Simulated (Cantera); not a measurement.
An adiabatic, constant-volume homogeneous reactor starts with CO : H₂ : CH₄ : O₂ : N₂ = 1 : 0.25 : 0.054 : 0.883 : 3.32 (molar parts), equivalence ratio 0.83, at 1725 K and 9.10 bar. Integrator tolerance rtol = 1e-08.

Detailed kinetics in Cantera: GRI-Mech 3.0 (53 species, 325 reactions). Above 3000 K some thermodynamic fits are extrapolated.

What does this change do: constant pressure in place of constant volume?


```tsv
quantity	before	after
time of steepest temperature rise	1.78 µs	1.80 µs
temperature at 3.00 s	3098 K	2956 K
equilibrium temperature	3098 K	2956 K
x(CO) at 3.00 s	0.0728 (gas-phase equilibrium 0.0728)	0.0628 (gas-phase equilibrium 0.0628)
x(H₂) at 3.00 s	0.00401 (gas-phase equilibrium 0.00401)	0.00347 (gas-phase equilibrium 0.00347)
x(CH₄) at 3.00 s	<1e-12 (gas-phase equilibrium <1e-12)	<1e-12 (gas-phase equilibrium <1e-12)
x(N₂O) at 3.00 s	4.61e-6 (gas-phase equilibrium 4.61e-6)	2.96e-6 (gas-phase equilibrium 2.96e-6)
x(C₂H₂) at 3.00 s	<1e-12 (gas-phase equilibrium <1e-12)	<1e-12 (gas-phase equilibrium <1e-12)
x(HO₂) at 3.00 s	2.45e-5 (gas-phase equilibrium 2.45e-5)	1.67e-5 (gas-phase equilibrium 1.67e-5)
```
